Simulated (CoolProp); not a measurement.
A closed Brayton cycle with dry air: compressor inlet 305.15 K and 3.4 MPa, high pressure 9.05 MPa, turbine inlet 800 K, compressor efficiency 0.8, turbine efficiency 0.93, recuperator effectiveness 0 (on enthalpy, no pinch check). Each further row changes one setting.

Values from CoolProp's reference Helmholtz-energy equation of state, Lemmon 2000. It is a pseudo-pure fit of the blend.

```tsv
case	thermal efficiency (%)	net work (kJ/kg)	compressor to turbine work	compressor exit (K)	turbine exit (K)
as stated	15.7	63.1	0.66	428.8	628.7
turbine inlet 750 K	14.7	51.1	0.71	428.8	587.8
compressor inlet 315.15 K	15.2	58.7	0.69	442.6	628.7
high pressure 7.69 MPa	13.7	58.4	0.63	405.8	654.6
recuperator effectiveness 0.5	21.2	63.1	0.66	428.8	628.7
```
